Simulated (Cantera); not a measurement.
A closed system holds: 1 mol Si, a varied amount of HF, 4 mol H2, equilibrated at 548 K and 0.000430 bar.

Method: chemical equilibrium by Gibbs-energy minimisation in Cantera with the NASA 1993 tables (ideal gas, pure condensed phases). Candidate condensed phases: Si; 25 gas species. Kinetics and transport are ignored.

log p: log10 of the partial pressure in bar; n: condensed amount in mol.

```
n(HF) (mol)  log p H2  log p HF  log p SiF4  log p SiHF3  log p SiH2F2  log p H2F2  log p SiH3F  n Si(s)
-----------  --------  --------  ----------  -----------  ------------  ----------  -----------  -------
2.4             -3.41    -13.08       -4.36        -6.29         -8.34        <-15       -11.22    0.398
3.7             -3.43    -13.06       -4.23        -6.21         -8.30        <-15       -11.21   0.0725
5.1             -3.50     -4.23       -4.28       -15.15          <-15           …         <-15        0
6.4             -3.56     -3.96       -4.34         <-15          <-15           …         <-15        0
7.8             -3.62     -3.82       -4.40         <-15          <-15           …         <-15        0
9.2             -3.67     -3.74       -4.45         <-15          <-15           …         <-15        0
11              -3.73     -3.67       -4.51         <-15          <-15           …         <-15        0
12              -3.76     -3.64       -4.54         <-15          <-15           …         <-15        0
13              -3.79     -3.62       -4.57         <-15          <-15           …         <-15        0
15              -3.84     -3.58       -4.62         <-15          <-15      -10.29         <-15        0
16              -3.87     -3.57       -4.65         <-15          <-15      -10.26         <-15        0
17              -3.89     -3.55       -4.67         <-15          <-15      -10.24         <-15        0
19              -3.93     -3.53       -4.71         <-15          <-15      -10.20         <-15        0
```

Some entries are withheld; supply them.


- 5.1, log p H2F2: -11.60
- 6.4, log p H2F2: -11.05
- 7.8, log p H2F2: -10.77
- 9.2, log p H2F2: -10.60
- 11, log p H2F2: -10.46
- 12, log p H2F2: -10.41
- 13, log p H2F2: -10.36
